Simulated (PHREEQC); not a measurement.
0.5 g of hydrous ferric oxide (600 m²/g; 0.2 weak and 0.005 strong sites per Fe, Dzombak-Morel constants, diffuse double layer) in 1 kg of water with 0.1 mol/kgw of an inert sodium salt and 1.5e-06 mol SrCl2, at 25 °C; the pH is set by adding NaOH or the inert anion's acid. Oxygen alone is held at its pressure in air (log pO2 = -0.68). CO2 from the air is kept out. Precipitation was switched off in this run.

Model: ion-association model, wateq4f.dat, run in PHREEQC.

Q: Predict surface charge σ (C/m²), surface potential ψ (mV) at pH = 4.33, 5.67.

A: 
```tsv
pH	surface charge σ (C/m²)	surface potential ψ (mV)
4.33	0.291	141
5.67	0.142	105
```

The oxide is taken as insoluble; below pH 4 it would dissolve.
